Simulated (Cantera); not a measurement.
Equilibrium for hydrogen reduction and annealing atmospheres: NiS + H2 + N2

A closed system holds: 1 mol NiS, 0.39 mol H2, 7.4 mol N2, at 600000 Pa.

Cantera equilibrium calculation (NASA polynomials, part measured and part estimated; ideal gas, pure solids and liquids). Candidate condensed phases: Ni, NiS, NiS2, Ni3S2, Ni3S4, S; 17 gas species. Gases not in the tables: S3 to S7. Kinetics and transport are ignored.

From 477 °C to 677 °C the condensed part is NiS(s) + Ni3S2(s). At 777 °C the condensed part is Ni3S2(s). From 877 °C to 1077 °C the condensed part is Ni3S2(l).

```
T (°C)  log p N2  log p H2S  log p H2  log p S2  log p SH  log p NH3  n NiS(s)  n Ni3S2(s)  n Ni3S2(l)
------  --------  ---------  --------  --------  --------  ---------  --------  ----------  ----------
477         0.76      -0.72     -0.97     -6.87     -8.31      -3.37     0.251       0.250           0
577         0.76      -0.69     -1.03     -5.23     -6.91      -3.89     0.196       0.268           0
677         0.76      -0.60     -1.32     -3.33     -5.61      -4.68    0.0149       0.328           0
777         0.76      -0.60     -1.29     -2.44     -4.77      -4.93         0       0.333           0
877         0.76      -0.63     -1.18     -1.94     -4.14      -5.00         0           0       0.333
977         0.75      -0.68     -1.05     -1.64     -3.65      -5.01         0           0       0.333
1077        0.75      -0.74     -0.93     -1.44     -3.26      -5.01         0           0       0.333
```
log p: log10 of the partial pressure in bar; n: condensed amount in mol.
